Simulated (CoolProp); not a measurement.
Properties of cyclohexane along the isotherm 485.8 K (Tc = 553.6 K, pc = 4.081 MPa, ω = 0.209).

Computed with CoolProp (reference Helmholtz-energy equation of state, Zhou 2014).

| p (MPa) | phase | Joule-Thomson coefficient (K/MPa) | fugacity coefficient |
|---|---|---|---|
| 0.129 | gas | 9.036 | 0.9838 |
| 0.294 | gas | 9.405 | ? |
| 0.668 | gas | ? | 0.9163 |
| 1.52 | gas | 14.69 | 0.8083 |
| 3.46 | liquid | ? | 0.4013 |
| 7.88 | liquid | 0.03909 | 0.2066 |
| 17.9 | liquid | ? | ? |
| 40.8 | liquid | -0.2608 | 0.1184 |

Complete the blanks.


- 0.294, fugacity coefficient: 0.9631
- 0.668, Joule-Thomson coefficient (K/MPa): 10.42
- 3.46, Joule-Thomson coefficient (K/MPa): 0.2244
- 17.9, Joule-Thomson coefficient (K/MPa): -0.1329
- 17.9, fugacity coefficient: 0.1284
